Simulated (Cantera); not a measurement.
Input: 1 mol C₃H₈, 15 mol H₂, equilibrated at 377 °C and 0.133 bar.

Method: chemical equilibrium by Gibbs-energy minimisation in Cantera with the NASA 1993 tables (ideal gas, pure condensed phases). Candidate condensed phases: C, C₆H₆, C₇H₈, C₈H₁₈; 76 gas species. The numbers say what is thermodynamically allowed, not how fast it happens.

Base state: H₂ 0.812, CH₄ 0.188 (mole fractions); condensed: gas only.

Problem. What changes in the equilibrium state with this change: C₃H₈ replaced by C₂H₅OH?

Solution. 
```
species  before    after
-------  ------  -------
H₂        0.812    0.813
CH₄       0.188    0.125
H₂O           0   0.0625
CO₂           0  1.48e-5
CO            0  1.23e-5
```
Further candidate phases: H₂O.

Problem. What changes in the equilibrium state with this change: pressure from 0.133 bar to 10.0 Pa?

Solution. 
```json
[
 {"species": "H₂", "before": "0.812", "after": "0.997"},
 {"species": "CH₄", "before": "0.188", "after": "0.00259"},
 {"species": "C(graphite), mol", "before": "0", "after": "2.95"}
]
```
